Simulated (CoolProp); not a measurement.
Saturation properties of normal hydrogen (Tc = -240.0 °C, pc = 1.296 MPa, ω = -0.219).

Values from CoolProp's reference Helmholtz-energy equation of state, Leachman 2009.

```
T (°C)   p (MPa)  enthalpy of vaporisation (kJ/kg)  surface tension (mN/m)  liquid conductivity (mW/(m K))
-------  -------  --------------------------------  ----------------------  ------------------------------
-249.45   0.2410                             424.4                    1.34                             103
-248.45   0.3011                               [?]                    1.18                             103
-247.45   0.3710                             399.4                    1.01                             102
-246.55      [?]                             384.7                   0.864                             101
-245.55   0.5338                             365.5                   0.705                            99.4
-244.55   0.6371                             342.3                   0.550                            97.7
-243.65   0.7414                             317.2                   0.417                            95.8
-242.65   0.8710                               [?]                   0.277                            93.4
-241.65    1.016                             236.4                   0.153                            90.7
-240.65    1.180                             163.9                  0.0587                            90.7
```

**Question.** Fill in the missing entries.

**Answer.** 
- -248.45, enthalpy of vaporisation (kJ/kg): 413.1
- -246.55, p (MPa): 0.4430
- -242.65, enthalpy of vaporisation (kJ/kg): 282.5

It boils at -252.8 °C under 1 atm.

Thermal conductivity comes from a separate model (Assael 2011). Surface tension comes from a separate correlation (Mulero 2012).
